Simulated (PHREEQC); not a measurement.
Solution (25 °C): 0.9 mol/kgw NaBr, 0.85 mol/kgw KCl and 1.2 mol/kgw KBr. Closed to the air; pH follows from the charge balance.

Computed with PHREEQC (Pitzer model, pitzer.dat).

**Question.** The ionic strength comes out as 2.95 mol/kgw. What activity coefficients do Br-, Cl-, K+, Na+ get?

**Answer.** Br- 0.61, Cl- 0.57, K+ 0.61, Na+ 0.78. Single-ion values are on the MacInnes scale.

No solid was allowed to form. Complexes and solids missing from the database can't appear.
